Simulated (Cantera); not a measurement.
Charge: 1 mol CaO, 1.8 mol HF, 0.07 mol O2, at 1.00 bar.

These are equilibrium values from Cantera (NASA tables, ideal gas, pure condensed phases), not measurements of a reactor. Candidate condensed phases: Ca, CaF2, CaO, Ca(OH)2, H2O; 29 gas species. Mutual solubility and eutectic melting of coexisting phases are not modelled. Rates play no part. All values below are at 1625 K.

Base state: H2O 0.896, O2 0.0709, HF 0.0325, OH 0.000487, H2 2.98e-5, CaF2 2.48e-5 (mole fractions); condensed: CaF2(s) + CaO(s).

Question: What changes in the equilibrium state with this change: pressure from 1.00 bar to 0.0100 bar?

Answer: 
| species | before | after |
|---|---|---|
| H2O | 0.896 | 0.656 |
| HF | 0.0325 | 0.278 |
| O2 | 0.0709 | 0.0617 |
| CaF2 | 2.48e-5 | 0.00248 |
| H | 3.85e-7 | 1.08e-5 |
| O | 5.18e-6 | 4.84e-5 |
| H2 | 2.98e-5 | 0.000234 |
| CaF2(s), mol | 0.884 | 0.740 |
| CaO(s), mol | 0.116 | 0.257 |
